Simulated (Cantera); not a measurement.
An adiabatic, constant-pressure homogeneous reactor starts with H2 : O2 : N2 = 1 : 1.61 : 6.06 (molar parts), at 1775 K and 1.00 bar.

Cantera simulation using GRI-Mech 3.0 (53 species, 325 reactions); the numbers are that mechanism's predictions, not measurements.

Predict: time of steepest temperature rise; temperature at 6.00 s; equilibrium temperature; x(H2) at 6.00 s; x(O2) at 6.00 s; x(NO) at 6.00 s; x(H2O) at 6.00 s; x(O) at 6.00 s; x(OH) at 6.00 s; x(H2O2) at 6.00 s.


* **time of steepest temperature rise**: 8.29 µs
* **temperature at 6.00 s**: 2446 K
* **equilibrium temperature**: 2446 K
* **x(H2) at 6.00 s**: 0.00149 (gas-phase equilibrium 0.00149)
* **x(O2) at 6.00 s**: 0.123 (gas-phase equilibrium 0.123)
* **x(NO) at 6.00 s**: 0.0155 (gas-phase equilibrium 0.0155)
* **x(H2O) at 6.00 s**: 0.114 (gas-phase equilibrium 0.114)
* **x(O) at 6.00 s**: 0.00391 (gas-phase equilibrium 0.00391)
* **x(OH) at 6.00 s**: 0.0114 (gas-phase equilibrium 0.0114)
* **x(H2O2) at 6.00 s**: 2.51e-7 (gas-phase equilibrium 2.51e-7)
